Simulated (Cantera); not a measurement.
Mixture: 3.28 % CH4, 0.622 % H2, 17.2 % O2, 78.9 % N2, equivalence ratio 0.40, at 37.0 bar, adiabatic and at constant volume. Ignition delay is the time to a rise of 400 K.

Detailed kinetics in Cantera: GRI-Mech 3.0 (53 species, 325 reactions). The pressure lies above the range GRI-Mech 3.0 was tuned for (to about 10 atm).

Q: Predict: delay at 1123 K; delay at 1223 K; delay at 1323 K; delay at 1423 K; apparent activation energy between 1373 and 1473 K.

A: 
```json
{
  "delay at 1123 K": "1.38 ms",
  "delay at 1223 K": "0.356 ms",
  "delay at 1323 K": "0.121 ms",
  "delay at 1423 K": "50.5 µs",
  "apparent activation energy between 1373 and 1473 K": "140 kJ/mol"
}
```
